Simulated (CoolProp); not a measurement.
Vapour-liquid equilibrium of dimethyl ether (1) + 1-butene (2) at 0.0208 MPa; x and y are mole fractions of (1).

Computed with CoolProp (multi-fluid Helmholtz-energy mixture model, Wu 2011 and Lemmon 2005; pair parameters Bell 2016).

```csv
x,"bubble temperature, mixture model (K)","bubble temperature, Raoult's law (K)","y, mixture model","y, Raoult's law"
0.05,230.3,231.1,0.142,0.108
0.125,228.0,229.5,0.303,0.247
0.2,226.0,228.0,0.423,0.366
0.275,224.5,226.7,0.516,0.468
0.35,223.2,225.4,0.590,0.557
0.425,222.1,224.2,0.652,0.634
0.5,221.2,223.1,0.705,0.701
0.575,220.4,222.1,0.752,0.761
0.65,219.7,221.1,0.796,0.814
0.725,219.0,220.2,0.838,0.862
0.8,218.5,219.3,0.879,0.905
0.875,218.0,218.5,0.921,0.943
0.95,217.5,217.7,0.967,0.978
```

The largest gap from Raoult's law is -2.2 K in bubble temperature, at x = 0.35. No azeotrope shows between x = 0.05 and 0.95.

Pair parameters are fitted to limited data, so mixtures are less certain than the pure fluids.
